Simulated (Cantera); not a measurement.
Feed: 1 mol Si2Cl6, 40 mol H2, a varied amount of HCl, at 973.15 K and 13300 Pa.

Method: chemical equilibrium by Gibbs-energy minimisation in Cantera with the NASA 1993 tables (ideal gas, pure condensed phases). Candidate condensed phases: Si; 19 gas species. The feed counts by its element totals alone. The tables' values for SiCl3 are old estimates; treat these amounts as uncertain. Rates play no part.

**Question.** At 0.32 mol HCl, list the 4 most abundant gas species with their mole fractions, and the condensed phases.

**Answer.** H2 0.950, SiCl4 0.0252, SiHCl3 0.0123, HCl 0.0109. Condensed: Si(s).
